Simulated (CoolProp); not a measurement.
R236EA along the isobar 3.65 MPa: density (kg/m³) from the reference equation and from simpler models built on Tc = 412.4 K, pc = 3.414 MPa, ω = 0.368; each cubic takes its own stable root.

Computed with CoolProp (reference Helmholtz-energy equation of state, Rui 2013).

| T (K) | phase | reference |
|---|---|---|
| 275.5 | liquid | 1506 |
| 284.6 | liquid | 1480 |
| 293.7 | liquid | 1453 |
| 302.8 | liquid | 1426 |
| 311.9 | liquid | 1397 |
| 321 | liquid | 1367 |
| 330.1 | liquid | 1336 |
| 339.2 | liquid | 1304 |
| 348.3 | liquid | 1269 |
| 357.4 | liquid | 1233 |
| 366.5 | liquid | 1193 |
| 375.6 | liquid | 1149 |
| 384.7 | liquid | 1098 |
| 393.8 | liquid | 1038 |
| 402.9 | liquid | 959.5 |
| 412 | liquid | 824.5 |

Problem. How far does each simpler model (van der Waals, Soave-Redlich-Kwong, Peng-Robinson) lie from the reference over these 16 states: mean and median of the absolute difference, and the worst?

Solution. 
- van der Waals: mean 38.1 %, median 38.4 %, worst -39.3 % at 275.5 K and 3.65 MPa
- Soave-Redlich-Kwong: mean 11.6 %, median 9.9 %, worst -22.2 % at 412 K and 3.65 MPa
- Peng-Robinson: mean 3.9 %, median 3.4 %, worst -14.2 % at 412 K and 3.65 MPa
